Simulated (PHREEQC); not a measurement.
Consider water at 25 °C with 0.027 mol NaH2PO4 and 0.016 mol Na2SO4 per kg of water. Closed to the air; pH follows from the charge balance.

Equilibrium calculation in PHREEQC: ion-association model, phreeqc.dat.

Each row changes one thing in this solution. Precipitation was switched off in this run.

```csv
case,pH,ionic strength (mol/kgw),SO4-2 (mol/kgw),NaSO4- (mol/kgw),HSO4- (mol/kgw)
as made,4.59,0.0717,0.0143,0.00169,1.86e-5
temperature from 25 to 80 °C,4.65,0.0712,0.0139,0.00200,[?]
Na2SO4 from 0.016 to 0.008 mol/kgw,4.60,0.0497,0.00728,0.000710,[?]
NaH2PO4 replaced by NaHS at the same molality,9.49,0.0716,0.0143,0.00170,2.33e-10
NaH2PO4 from 0.027 to 0.135 mol/kgw,4.43,0.177,0.0128,0.00321,1.88e-5
```

### Question
Fill in the missing entries.

### Answer

- temperature from 25 to 80 °C, HSO4- (mol/kgw): 6.04e-5
- Na2SO4 from 0.016 to 0.008 mol/kgw, HSO4- (mol/kgw): 1.01e-5

Away from 25 °C the constants follow the database's enthalpies or fits; those with neither stay at their 25 °C values.
